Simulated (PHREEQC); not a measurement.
Consider water at 20 °C with 20 mmol/kgw LiOH, 0.028 mmol/kgw CO2 and 180 mmol/kgw Na2CO3. Closed to the air; pH follows from the charge balance.

The numbers come from PHREEQC with the ion-association model, phreeqc.dat.

```yaml
pH: 12.29
ionic_strength: 0.382 mol/kgw
activity_of_water: 0.992
specific_conductance: 19600 µS/cm
density: 1.018 g/cm³
total_alkalinity: 380 meq/kg
```

```csv
species,molality,activity,log γ
Na+,0.271,0.197,-0.140
CO3-2,0.0908,0.0230,-0.597
NaCO3-,0.0888,0.0650,-0.135
OH-,0.0204,0.0134,-0.183
Li+,0.0200,0.0144,-0.141
HCO3-,0.000391,0.000277,-0.149
NaHCO3,2.88e-5,3.15e-5,0.038
```

This is a speciation only: nothing precipitates in the calculation.
